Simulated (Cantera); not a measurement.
An isothermal, constant-pressure homogeneous reactor starts with N2O : O2 = 1 : 1.5 (molar parts), at 1400 K and 0.0680 bar. Integrator tolerance rtol = 1e-08.

Cantera simulation using GRI-Mech 3.0 (53 species, 325 reactions); the numbers are that mechanism's predictions, not measurements. GRI-Mech 3.0 was tuned for natural gas; its chemistry of N2O as a main component is partial and can be far from experiment. The temperature is held fixed by assumption; the heat of reaction is taken as removed at once.

What does this change do: N2O 1 to 7.6 parts?


```csv
quantity,before,after
x(N2O) at 5.00 s,0.00326 (gas-phase equilibrium 9.07e-9),0.00582 (gas-phase equilibrium 1.26e-8)
x(O2) at 5.00 s,0.635 (gas-phase equilibrium 0.666),0.353 (gas-phase equilibrium 0.410)
x(N2) at 5.00 s,0.299 (gas-phase equilibrium 0.333),0.529 (gas-phase equilibrium 0.589)
x(NO2) at 5.00 s,9.91e-5 (gas-phase equilibrium 2.90e-6),0.000125 (gas-phase equilibrium 2.38e-6)
x(NO) at 5.00 s,0.0628 (gas-phase equilibrium 0.000843),0.111 (gas-phase equilibrium 0.000880)
```
